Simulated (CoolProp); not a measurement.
A simple Rankine cycle with R124: condensing at 313.15 K, boiler at 2.29 MPa, turbine inlet 411.3 K, turbine efficiency 0.6, pump efficiency 0.7, no recuperator. Each further row changes one setting.

The numbers come from the reference Helmholtz-energy equation of state, de Vries 1995 in CoolProp.

| case | thermal efficiency (%) | net work (kJ/kg) | heat in (kJ/kg) | turbine exit temperature (K) | volume ratio over the turbine |
|---|---|---|---|---|---|
| as stated | 7.1 | 14.5 | 205 | 375.1 | ? |
| turbine inlet 431.3 K | 7.0 | 15.9 | 226 | 397.1 | 4.07 |
| condensing temperature 305.15 K | 8.0 | ? | 214 | ? | 5.27 |
| boiler pressure 1.6 MPa | 5.5 | 11.7 | 213 | 387.3 | 2.78 |
| turbine efficiency 0.5 | 5.7 | ? | 205 | ? | 4.24 |

### Question
What belongs in the gaps?

### Answer

- as stated, volume ratio over the turbine: 4.19
- condensing temperature 305.15 K, net work (kJ/kg): 17.2
- condensing temperature 305.15 K, turbine exit temperature (K): 370.5
- turbine efficiency 0.5, net work (kJ/kg): 11.8
- turbine efficiency 0.5, turbine exit temperature (K): 378.3
